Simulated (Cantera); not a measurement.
## Silicon epitaxy and polysilicon growth: SiCl4 + HCl + H2

Feed: 1 mol SiCl4, a varied amount of HCl, 4.4 mol H2, equilibrated at 900 K and 10.0 Torr.

Cantera equilibrium calculation (NASA polynomials, part measured and part estimated; ideal gas, pure solids and liquids). Candidate condensed phases: Si; 19 gas species. The tables' values for SiCl3 are old estimates; treat these amounts as uncertain. The numbers say what is thermodynamically allowed, not how fast it happens.

From 0.26 mol HCl to 2.3 mol HCl nothing is condensed. The main Si-bearing gas is SiCl4 throughout.

```json
[
 {"n(HCl) (mol)": "0.26", "x H2": "0.770", "x HCl": "0.0533", "x SiCl4": "0.169", "x SiHCl3": "0.00695", "x SiCl3": "0.000285", "x SiH2Cl2": "2.71e-5", "x SiCl2": "2.29e-5"},
 {"n(HCl) (mol)": "0.33", "x H2": "0.762", "x HCl": "0.0636", "x SiCl4": "0.168", "x SiHCl3": "0.00573", "x SiCl3": "0.000237", "x SiH2Cl2": "1.85e-5", "x SiCl2": "1.58e-5"},
 {"n(HCl) (mol)": "0.4", "x H2": "0.754", "x HCl": "0.0740", "x SiCl4": "0.167", "x SiHCl3": "0.00484", "x SiCl3": "0.000201", "x SiH2Cl2": "1.33e-5", "x SiCl2": "1.15e-5"},
 {"n(HCl) (mol)": "0.5", "x H2": "0.742", "x HCl": "0.0889", "x SiCl4": "0.165", "x SiHCl3": "0.00392", "x SiCl3": "0.000164", "x SiH2Cl2": "8.82e-6", "x SiCl2": "7.75e-6"},
 {"n(HCl) (mol)": "0.62", "x H2": "0.728", "x HCl": "0.106", "x SiCl4": "0.163", "x SiHCl3": "0.00316", "x SiCl3": "0.000134", "x SiH2Cl2": "5.84e-6", "x SiCl2": "5.23e-6"},
 {"n(HCl) (mol)": "0.77", "x H2": "0.710", "x HCl": "0.127", "x SiCl4": "0.159", "x SiHCl3": "0.00252", "x SiCl3": "0.000108", "x SiH2Cl2": "3.79e-6", "x SiCl2": "3.48e-6"},
 {"n(HCl) (mol)": "0.96", "x H2": "0.690", "x HCl": "0.153", "x SiCl4": "0.155", "x SiHCl3": "0.00199", "x SiCl3": "8.62e-5", "x SiH2Cl2": "2.41e-6", "x SiCl2": "2.28e-6"},
 {"n(HCl) (mol)": "1.2", "x H2": "0.665", "x HCl": "0.183", "x SiCl4": "0.150", "x SiHCl3": "0.00154", "x SiCl3": "6.82e-5", "x SiH2Cl2": "1.51e-6", "x SiCl2": "1.48e-6"},
 {"n(HCl) (mol)": "1.5", "x H2": "0.636", "x HCl": "0.219", "x SiCl4": "0.144", "x SiHCl3": "0.00119", "x SiCl3": "5.36e-5", "x SiH2Cl2": "9.32e-7", "x SiCl2": "9.55e-7"},
 {"n(HCl) (mol)": "1.8", "x H2": "0.610", "x HCl": "0.251", "x SiCl4": "0.138", "x SiHCl3": "0.000952", "x SiCl3": "4.39e-5", "x SiH2Cl2": "6.23e-7", "x SiCl2": "6.66e-7"},
 {"n(HCl) (mol)": "2.3", "x H2": "0.571", "x HCl": "0.299", "x SiCl4": "0.129", "x SiHCl3": "0.000699", "x SiCl3": "3.33e-5", "x SiH2Cl2": "3.59e-7", "x SiCl2": "4.10e-7"}
]
```
x: gas mole fraction; nothing condenses.
